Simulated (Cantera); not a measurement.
# Equilibrium for silicon oxide and oxynitride deposition: SiF₄ + O₂ + H₂O

Charge: 1 mol SiF₄, 0.064 mol O₂, 1.5 mol H₂O, equilibrated at 10000 Pa.

Equilibrium computed with Cantera from the NASA thermochemical tables; the gas is ideal and each condensed phase is pure. Candidate condensed phases: H₂O, Si, SiO₂; 38 gas species. The tables' values for SiF₃ are old estimates; treat these amounts as uncertain. The tables hold silica as quartz up to 1696 K and as liquid above; real silica turns to tridymite and cristobalite and melts near 1996 K. Gases not in the tables: Si(OH)₄. Equilibrium is a limit: real reactors are often held back by kinetics, nucleation or transport.

```
T (°C)   x HF   x H₂O  x SiF₄    x O₂      x OH  n SiO₂(β-quartz)  n SiO₂(condensed)
------  -----  ------  ------  ------  --------  ----------------  -----------------
652     0.386   0.336   0.256  0.0226   4.40e-8             0.273                  0
752     0.477   0.277   0.224  0.0220   3.12e-7             0.347                  0
852     0.554   0.227   0.197  0.0215   1.53e-6             0.412                  0
952     0.618   0.186   0.175  0.0211   5.70e-6             0.468                  0
1052    0.668   0.153   0.158  0.0208   1.72e-5             0.514                  0
1152    0.708   0.127   0.144  0.0205   4.41e-5             0.552                  0
1252    0.740   0.107   0.133  0.0203   9.93e-5             0.582                  0
1352    0.765  0.0903   0.124  0.0201  0.000201             0.607                  0
1452    0.786  0.0770   0.117  0.0200  0.000372                 0              0.627
1552    0.803  0.0657   0.111  0.0198  0.000640                 0              0.644
```
x: gas mole fraction; n: condensed amount in mol.

From 652 °C to 1352 °C the condensed part is SiO₂(β-quartz). From 1452 °C to 1552 °C the condensed part is SiO₂(condensed). The share of Si in condensed phases is highest at 1552 °C (64.4 %) and lowest at 652 °C (27.3 %).
